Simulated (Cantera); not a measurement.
An isothermal, constant-pressure homogeneous reactor starts with CH4 : N2 = 1 : 2.5 (molar parts), at 1725 K and 101000 Pa. Integrator tolerance rtol = 1e-08.

Computed with Cantera and GRI-Mech 3.0 (53 species, 325 reactions). GRI-Mech 3.0 stops at C3 and has no aromatics, soot or wall deposition, so with more carbon than oxygen in the feed, carbon stays in small species such as C2H2 where larger ones or solid carbon would form.

### Question
What does this change do: CH4 1 to 2.7 parts?

### Answer
```tsv
quantity	before	after
x(CH4) at 2.00 s	0.00635 (gas-phase equilibrium 0.00472)	0.0148 (gas-phase equilibrium 0.0124)
x(HCN) at 2.00 s	1.33e-6 (gas-phase equilibrium 0.101)	8.45e-7 (gas-phase equilibrium 0.103)
x(C2H6) at 2.00 s	9.07e-7 (gas-phase equilibrium 4.98e-7)	3.22e-6 (gas-phase equilibrium 2.26e-6)
x(CH3) at 2.00 s	4.19e-5 (gas-phase equilibrium 3.10e-5)	7.89e-5 (gas-phase equilibrium 6.62e-5)
x(C2H2) at 2.00 s	0.107 (gas-phase equilibrium 0.0581)	0.163 (gas-phase equilibrium 0.113)
x(C2H) at 2.00 s	2.20e-7 (gas-phase equilibrium 1.18e-7)	2.70e-7 (gas-phase equilibrium 1.87e-7)
x(CH2) at 2.00 s	1.44e-8 (gas-phase equilibrium 1.06e-8)	2.20e-8 (gas-phase equilibrium 1.84e-8)
```

### Question
What does this change do: temperature 1725 to 1375 K?

### Answer
```tsv
quantity	before	after
x(CH4) at 2.00 s	0.00635 (gas-phase equilibrium 0.00472)	0.245 (gas-phase equilibrium 0.0814)
x(HCN) at 2.00 s	1.33e-6 (gas-phase equilibrium 0.101)	5.87e-12 (gas-phase equilibrium 0.0649)
x(C2H6) at 2.00 s	9.07e-7 (gas-phase equilibrium 4.98e-7)	0.000226 (gas-phase equilibrium 5.67e-5)
x(CH3) at 2.00 s	4.19e-5 (gas-phase equilibrium 3.10e-5)	2.64e-5 (gas-phase equilibrium 1.16e-5)
x(C2H2) at 2.00 s	0.107 (gas-phase equilibrium 0.0581)	0.0138 (gas-phase equilibrium 0.0382)
x(C2H) at 2.00 s	2.20e-7 (gas-phase equilibrium 1.18e-7)	6.15e-11 (gas-phase equilibrium 2.19e-10)
x(CH2) at 2.00 s	1.44e-8 (gas-phase equilibrium 1.06e-8)	9.89e-11 (gas-phase equilibrium 5.71e-11)
```
